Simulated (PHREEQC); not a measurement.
Solution (25 °C): 28.5 mmol/kgw NH4HF2, 0.59 mmol/kgw H2SiF6, 79 mmol/kgw HBF4 and 97 mmol/kgw HCl. Closed to the air; pH follows from the charge balance.

Equilibrium calculation in PHREEQC: ion-association model, phreeqc.dat.

No solid was allowed to form.

Problem. Order these F species by the share of F that they hold, largest first: F-, SiF6-2, BF3OH-, HF, BF4-.

Solution. BF4- (83 %), HF (15 %), SiF6-2 (0.94 %), BF3OH- (0.39 %), F- (0.12 %)

The pH is 0.92 and the ionic strength 0.178 mol/kgw. SiF6-2 is the database's only silicon fluoride. Real BF4- forms and hydrolyses slowly; the run takes it at equilibrium.
